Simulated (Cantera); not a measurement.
Input (Python, Cantera):

```python
import numpy as np
import cantera as ct

gas = ct.Solution("gri30.yaml")


def delay(T, t_max=10):
    gas.TPX = T, 101325, {'CH4': 1, 'C2H6': 0.081, 'C3H8': 0.31, 'O2': 5.9, 'N2': 22.2}
    reactor = ct.IdealGasConstPressureReactor(gas, clone=False)
    net = ct.ReactorNet([reactor])
    net.rtol, net.atol = 1e-8, 1e-16
    while net.time < t_max:
        t_old, T_old = net.time, reactor.T
        net.step()
        if reactor.T > T + 400:  # ignition: a rise of 400 K
            return t_old + (T + 400 - T_old) / (reactor.T - T_old) * (net.time - t_old)
    return np.nan


taus = []
for T in [1000, 1050, 1100, 1150, 1200, 1250, 1300, 1350, 1400]:
    taus.append(delay(T))
    print(f"T0 = {T:6g} K   tau = {taus[-1]:.4e} s")
```

Output:

```
T0 =   1000 K   tau = 2.1978e-01 s
T0 =   1050 K   tau = 8.7909e-02 s
T0 =   1100 K   tau = 3.4422e-02 s
T0 =   1150 K   tau = 1.3510e-02 s
T0 =   1200 K   tau = 5.4784e-03 s
T0 =   1250 K   tau = 2.3525e-03 s
T0 =   1300 K   tau = 1.0863e-03 s
T0 =   1350 K   tau = 5.4300e-04 s
T0 =   1400 K   tau = 2.9396e-04 s
```

Model: GRI-Mech 3.0 (53 species, 325 reactions), integrated in Cantera. GRI-Mech 3.0 was tuned for natural gas; its chemistry of propane as a main component is partial and can be far from experiment.
